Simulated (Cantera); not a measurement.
Feed: 1 mol Fe₃O₄, 0.89 mol CO, 1.6 mol H₂, equilibrated at 2600 K and 7.50 Torr.

Equilibrium computed with Cantera from the NASA thermochemical tables; the gas is ideal and each condensed phase is pure. Candidate condensed phases: C, C₆H₆, C₇H₈, C₈H₁₈, Fe, Fe(CO)₅, FeO, Fe(OH)₂, Fe(OH)₃, Fe₂O₃, Fe₃O₄, H₂O; 114 gas species. The numbers say what is thermodynamically allowed, not how fast it happens.

Base state: Fe 0.349, H₂O 0.121, O₂ 0.0980, CO 0.0820, H 0.0735, O 0.0729, FeO 0.0687, OH 0.0562 (mole fractions); condensed: gas only.

Problem. What changes in the equilibrium state with this change: temperature from 2600 K to 2198.15 K?

Solution. 
```
species        before     after
-----------  --------  --------
H₂O             0.121     0.354
CO             0.0820     0.244
H₂             0.0367     0.209
Fe              0.349    0.0776
O₂             0.0980  0.000363
O              0.0729  0.000509
FeO            0.0687   0.00403
OH             0.0562   0.00600
H              0.0735    0.0255
CO₂            0.0419    0.0782
Fe(OH)₂      0.000141  0.000312
FeO(l), mol         0      2.77
```
The tables' stoichiometric FeO is somewhat more stable than real wüstite, so its field is too wide. FeO: taken at fixed stoichiometry.
